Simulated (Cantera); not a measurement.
Charge: 1 mol Al(CH3)3, 9.1 mol NH3, 1.2 mol N2, at 10.0 mbar.

These are equilibrium values from Cantera (NASA tables, ideal gas, pure condensed phases), not measurements of a reactor. Candidate condensed phases: Al, AlN, C, C6H6, C7H8, C8H18; 97 gas species. The feed counts by its element totals alone. Rates play no part.

Task: At 1500 °C, list the 6 most abundant gas species with their mole fractions, and the condensed phases.

Result: H2 0.772, N2 0.223, H 0.00250, HCN 0.00223, Al 0.000334, C2H2 (acetylene) 0.000108. Condensed: AlN(s) + C(graphite).
